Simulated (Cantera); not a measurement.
Input (Python, Cantera) and output of one run.

```python
import numpy as np
import cantera as ct

gas_names = """
    H HO2 H2 H2O H2O2 Li LiH LiO LiOH Li2 Li2O Li2O2 Li2O2H2 O OH O2 O3
""".split()
cond_names = """
    H2O(s) H2O(L) Li(cr) Li(L) LiH(s) LiH(L) LiOH(s) LiOH(L) Li2O(s) Li2O(L)
""".split()


# ... load() reads the species with a 1 bar reference pressure and builds the phases ...
atoms = {
    'LiOH': {'Li': 1, 'O': 1, 'H': 1},
    'O2': {'O': 2},
}
top_T = {}  # K; cautious upper limits of use, not melting points


# ... equilibrate(T, P, feed) seeds the gas with the atoms and calls Mixture.equilibrate('TP', solver="vcs", rtol=1e-11, max_steps=5000) ...
results = []
feed = {'LiOH': 1, 'O2': 0.044}  # mol
P = 1700  # Pa
for T in [823, 923, 1023, 1123, 1223, 1323, 1423, 1523, 1623, 1723, 1823]:
    mix = equilibrate(T, P, feed)
    results.append((T, P, feed, dict(zip(mix.species_names, mix.species_moles))))
    x = sorted(zip(gas.X, gas.species_names), reverse=True)
    print(f"T = {T:g} K  P = {P:g} Pa  gas = {mix.phase_moles(0):.4g} mol")
    print("   x: " + "  ".join(f"{s} {v:.3e}" for v, s in x if v > 0.001))
    print("   condensed (mol): " + ("  ".join(f"{mix.phase(i).name} {mix.phase_moles(i):.4g}"
          for i in range(1, mix.n_phases) if mix.phase_moles(i) > 1e-12) or "none"))
```

It prints:

```
T = 823 K  P = 1700 Pa  gas = 0.544 mol
   x: H2O 9.191e-01  O2 8.088e-02
   condensed (mol): Li2O(s) 0.5
T = 923 K  P = 1700 Pa  gas = 0.544 mol
   x: H2O 9.191e-01  O2 8.088e-02
   condensed (mol): Li2O(s) 0.5
T = 1023 K  P = 1700 Pa  gas = 0.5441 mol
   x: H2O 9.188e-01  O2 8.087e-02
   condensed (mol): Li2O(s) 0.4999
T = 1123 K  P = 1700 Pa  gas = 0.5445 mol
   x: H2O 9.173e-01  O2 8.081e-02  LiOH 1.796e-03
   condensed (mol): Li2O(s) 0.4995
T = 1223 K  P = 1700 Pa  gas = 0.5464 mol
   x: H2O 9.106e-01  O2 8.052e-02  LiOH 8.744e-03
   condensed (mol): Li2O(s) 0.4975
T = 1323 K  P = 1700 Pa  gas = 0.5531 mol
   x: H2O 8.872e-01  O2 7.953e-02  LiOH 3.287e-02
   condensed (mol): Li2O(s) 0.4907
T = 1423 K  P = 1700 Pa  gas = 0.5724 mol
   x: H2O 8.232e-01  LiOH 9.908e-02  O2 7.681e-02
   condensed (mol): Li2O(s) 0.4713
T = 1523 K  P = 1700 Pa  gas = 0.619 mol
   x: H2O 6.856e-01  LiOH 2.416e-01  O2 7.097e-02
   condensed (mol): Li2O(s) 0.4245
T = 1623 K  P = 1700 Pa  gas = 0.7122 mol
   x: LiOH 4.683e-01  H2O 4.663e-01  O2 6.163e-02  Li2O 1.385e-03  Li2O2H2 1.047e-03
   condensed (mol): Li2O(s) 0.3314
T = 1723 K  P = 1700 Pa  gas = 0.8517 mol
   x: LiOH 7.019e-01  H2O 2.344e-01  O2 5.171e-02  Li2O 7.656e-03  Li 1.626e-03  OH 1.267e-03
   condensed (mol): Li2O(s) 0.193
T = 1823 K  P = 1700 Pa  gas = 1.004 mol
   x: LiOH 8.218e-01  H2O 8.582e-02  O2 4.539e-02  Li2O 3.460e-02  Li 9.036e-03  OH 1.384e-03
   condensed (mol): Li2O(s) 0.04713
```

Cantera equilibrium calculation (NASA polynomials, part measured and part estimated; ideal gas, pure solids and liquids). Condensed phases not in the tables: the peroxide.
